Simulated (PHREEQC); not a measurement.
1 kg of water holding 0.0088 mol/kgw NaCl, 0.29 mol/kgw Na2CO3, 0.23 mol/kgw KCl and 0.047 mol/kgw Na2SO4 is evaporated at 25 °C; the solids stay in contact with the brine. CO2 is held at log p = -3.4 (atm). Only these solids could form: Arcanite, Burkeite, Glaserite, Halite, Kalicinite, Mirabilite, Misenite, Nahcolite, Natron, Sylvite, Thenardite, Trona.

Equilibrium calculation in PHREEQC: Pitzer model, pitzer.dat.

Question: Predict ionic strength, water activity, Cl in solution (mol/kgw) at water left (kg) = 0.9991, 0.8211, 0.1403, 0.07305.

Answer: 
| water left (kg) | ionic strength | water activity | Cl in solution (mol/kgw) |
|---|---|---|---|
| 0.9991 | 1.20 | 0.978 | 0.239 |
| 0.8211 | 1.46 | 0.974 | 0.291 |
| 0.1403 | 8.73 | 0.835 | 1.70 |
| 0.07305 | 9.01 | 0.787 | 3.27 |

Species that the database lacks are ignored.
